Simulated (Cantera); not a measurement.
Charge: 1 mol SiO2, 0.33 mol CH4, 6.6 mol N2, at 1198.15 K and 100000 Pa.

Method: chemical equilibrium by Gibbs-energy minimisation in Cantera with the NASA 1993 tables (ideal gas, pure condensed phases). Candidate condensed phases: C, C6H6, C7H8, C8H18, H2O, Si, SiC, SiO2, Si2N2O, Si3N4; 151 gas species. N2 is the only nitrogen source here; it is nearly inert below about 1500 K, so the nitride shown seldom forms there in practice. Mutual solubility and eutectic melting of coexisting phases are not modelled. The tables hold silica as quartz up to 1696 K and as liquid above; real silica turns to tridymite and cristobalite and melts near 1996 K. The numbers say what is thermodynamically allowed, not how fast it happens.

Base state: N2 0.898, H2 0.0899, CO 0.0124, CH4 0.000129, H2O 2.96e-5, HCN 2.07e-5 (mole fractions); condensed: C(graphite) + SiO2(β-quartz) + Si2N2O(s).

Problem. What changes in the equilibrium state with this change: temperature from 1198.15 K to 1500 K?

Solution. 
```tsv
species	before	after
N2	0.898	0.868
H2	0.0899	0.0882
CO	0.0124	0.0441
CH4	0.000129	2.06e-6
CO2	2.99e-6	1.25e-5
H2O	2.96e-5	6.48e-5
HCN	2.07e-5	3.01e-5
C(graphite), mol	0.238	0
SiO2(β-quartz), mol	0.939	0.780
Si2N2O(s), mol	0.0304	0.110
```
